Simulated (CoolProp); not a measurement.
R404A at 422.94 K and 2.85 MPa flows at 0.72 m/s in a round tube of 12.7 mm bore and 1.5 µm roughness, fully developed (64/Re and Nu = 3.66 if laminar; Colebrook and Gnielinski if turbulent). Each further row changes one setting.

Model: reference Helmholtz-energy equation of state, Lemmon 2003, in CoolProp. It is a pseudo-pure fit of the blend.

```json
[
 {"case": "as stated", "Reynolds number": "45400", "Darcy friction factor": "0.0217", "pressure drop (Pa/m)": "40.8", "heat-transfer coefficient (W/(m² K))": "224", "mass flow (kg/h)": "30.2"},
 {"case": "velocity 1.44 m/s", "Reynolds number": "90800", "Darcy friction factor": "0.0189", "pressure drop (Pa/m)": "142", "heat-transfer coefficient (W/(m² K))": "393", "mass flow (kg/h)": "60.3"},
 {"case": "diameter 25.4 mm", "Reynolds number": "90800", "Darcy friction factor": "0.0187", "pressure drop (Pa/m)": "17.5", "heat-transfer coefficient (W/(m² K))": "194", "mass flow (kg/h)": "121"}
]
```

Viscosity comes from a separate model (Geller 2000). Thermal conductivity comes from a separate model (Geller 2001).
